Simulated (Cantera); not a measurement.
A Cantera script and its output.

```python
import numpy as np
import cantera as ct

gas = ct.Solution("gri30.yaml")
gas.TPX = 1125, 120000, {'CH4': 1, 'O2': 1.33, 'N2': 5.01, 'CO2': 0.3}
reactor = ct.IdealGasConstPressureReactor(gas, energy="on", clone=False)
net = ct.ReactorNet([reactor])
net.rtol, net.atol = 1e-08, 1e-16
show = ['CH4', 'O2', 'CO2', 'C2H2', 'NO2', 'NO', 'H2']
times = np.geomspace(1e-06, 5, 11)

steps = ct.SolutionArray(gas, extra=["t"])
rows = []
print(f"{'t/s':>10s}{'T/K':>9s}{'P/Pa':>11s}" + "".join(f"{s:>11s}" for s in show))
for t in times:
    while net.time < t:
        t_next = net.step()
        steps.append(gas.state, t=t_next)
    rows.append([np.interp(t, steps.t, y) for y in (steps.T, steps.P, *steps(*show).X.T)])
    print(f"{t:10.3e}{rows[-1][0]:9.1f}{rows[-1][1]:11.4g}" + "".join(f"{x:11.3e}" for x in rows[-1][2:]))
rate = np.gradient(steps.T, steps.t)
print("integrator steps:", len(steps.t))
if steps.T.max() > steps.T[0] + 200:
    print(f"time of steepest temperature rise: {steps.t[rate.argmax()]:.4e} s")
gas.TPX = 1125, 120000, {'CH4': 1, 'O2': 1.33, 'N2': 5.01, 'CO2': 0.3}
gas.equilibrate("HP")
print(f"equilibrium (HP): T = {gas.T:.1f} K  " + "  ".join(f"{s} {gas[s].X[0]:.3e}" for s in show))
```

Result:

```
       t/s      T/K       P/Pa        CH4         O2        CO2       C2H2        NO2         NO         H2
 1.000e-06   1125.0    1.2e+05  1.309e-01  1.741e-01  3.927e-02  1.096e-30  2.455e-34  8.864e-26  3.594e-13
 4.676e-06   1125.0    1.2e+05  1.309e-01  1.741e-01  3.927e-02  1.846e-27  1.574e-31  2.848e-24  3.457e-12
 2.187e-05   1125.0    1.2e+05  1.309e-01  1.741e-01  3.927e-02  2.151e-24  4.431e-29  3.580e-23  2.212e-11
 1.023e-04   1125.0    1.2e+05  1.309e-01  1.741e-01  3.927e-02  1.532e-21  1.393e-26  5.604e-22  1.833e-10
 4.782e-04   1125.0    1.2e+05  1.309e-01  1.741e-01  3.927e-02  1.109e-18  5.964e-24  1.267e-20  3.190e-09
 2.236e-03   1125.0    1.2e+05  1.309e-01  1.741e-01  3.927e-02  2.955e-15  2.981e-21  4.907e-19  1.432e-07
 1.046e-02   1125.1    1.2e+05  1.309e-01  1.741e-01  3.927e-02  3.419e-12  4.900e-19  1.102e-17  3.057e-06
 4.890e-02   1126.6    1.2e+05  1.305e-01  1.739e-01  3.927e-02  4.800e-10  7.790e-17  1.635e-16  4.283e-05
 2.287e-01   2430.1    1.2e+05  6.775e-13  1.420e-04  5.303e-02  5.577e-16  1.250e-08  4.588e-04  5.784e-02
 1.069e+00   2430.1    1.2e+05  6.777e-13  1.419e-04  5.303e-02  5.578e-16  1.257e-08  4.615e-04  5.785e-02
 5.000e+00   2430.1    1.2e+05  6.777e-13  1.419e-04  5.303e-02  5.578e-16  1.257e-08  4.615e-04  5.785e-02
integrator steps: 2546
time of steepest temperature rise: 1.5821e-01 s
equilibrium (HP): T = 2430.1 K  CH4 7.742e-13  O2 1.419e-04  CO2 5.303e-02  C2H2 6.080e-16  NO2 1.257e-08  NO 4.615e-04  H2 5.785e-02
```

Model: GRI-Mech 3.0 (53 species, 325 reactions), integrated in Cantera.
